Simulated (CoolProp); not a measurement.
Vapour-liquid equilibrium of R124 (1) + R142b (2) at 0.0365 MPa; x and y are mole fractions of (1).

Computed with CoolProp (multi-fluid Helmholtz-energy mixture model, de Vries 1995 and Lemmon 2006; pair parameters Bell 2016).

```
x     bubble temperature (K)  y at the bubble point  dew temperature at overall composition x (K)  liquid density (mol/L)
----  ----------------------  ---------------------  --------------------------------------------  ----------------------
0.05                   241.3                  0.053                                         241.3                   12.31
0.15                   241.2                  0.157                                         241.2                   12.19
0.25                   241.1                  0.260                                         241.1                   12.08
0.35                   240.9                  0.364                                         241.0                   11.96
0.45                   240.8                  0.469                                         240.8                   11.85
0.55                   240.6                  0.573                                         240.7                   11.74
0.65                   240.4                  0.676                                         240.5                   11.63
0.75                   240.1                  0.776                                         240.2                   11.53
0.85                   239.8                  0.872                                         239.9                   11.42
0.95                   239.4                  0.960                                         239.5                   11.32
```

No azeotrope shows between x = 0.05 and 0.95.

Pair parameters are fitted to limited data, so mixtures are less certain than the pure fluids.
